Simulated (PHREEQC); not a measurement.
Make-up at 25 °C: 75 mmol/kgw NaCl, 2.1 mmol/kgw NaHCO3 and 160 mmol/kgw LiCl. Closed to the air; pH follows from the charge balance.

Model: ion-association model, phreeqc.dat, run in PHREEQC.

No solid was allowed to form.

**Question.** Predict the pH.

**Answer.** pH 7.98.

**Question.** In which forms is C present?

**Answer.** HCO3- 95 %, NaHCO3 2.1 %, CO2 1.6 %, CO3-2 1.1 % of the C.
